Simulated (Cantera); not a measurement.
**Fluorocarbon and chlorocarbon gases: c-C₄F₈ + H₂**

A closed system holds: 1 mol c-C₄F₈, 0.11 mol H₂, held at 13300 Pa.

Cantera equilibrium calculation (NASA polynomials, part measured and part estimated; ideal gas, pure solids and liquids). Candidate condensed phases: C, C₆H₆, C₇H₈, C₈H₁₈; 95 gas species. The feed counts by its element totals alone. The tables' values for C₂F₄ are old estimates; treat these amounts as uncertain. Gases not in the tables: C₂F₆ and larger saturated fluorocarbons. Equilibrium is a limit: real reactors are often held back by kinetics, nucleation or transport.

From 1523 K to 3123 K the condensed part is C(graphite). The main C-bearing gas is CF₄ at 1523 K and CF₂ at 3123 K. The share of C in condensed phases is highest at 1523 K (51.4 %) and lowest at 2723 K (30.0 %).

```csv
T (K),x CF₄,x F,x CF₂,x HF,x CF,x CF₃,x C₃,n C(graphite)
1523,0.898,1.28e-5,0.000156,0.102,2.58e-9,6.30e-5,<1e-12,2.05
1723,0.896,0.000233,0.00199,0.101,2.18e-7,0.000501,<1e-12,2.05
1923,0.880,0.00231,0.0147,0.101,7.22e-6,0.00254,2.89e-11,2.04
2123,0.808,0.0147,0.0715,0.0966,0.000120,0.00895,3.59e-9,1.98
2323,0.596,0.0638,0.233,0.0843,0.00116,0.0212,1.91e-7,1.78
2523,0.252,0.189,0.462,0.0625,0.00662,0.0278,5.31e-6,1.37
2723,0.0442,0.372,0.499,0.0457,0.0227,0.0164,8.93e-5,1.20
2923,0.00436,0.545,0.353,0.0378,0.0534,0.00563,0.00101,1.56
3123,0.000332,0.661,0.196,0.0326,0.0976,0.00146,0.00823,1.82
```
x: gas mole fraction; n: condensed amount in mol.
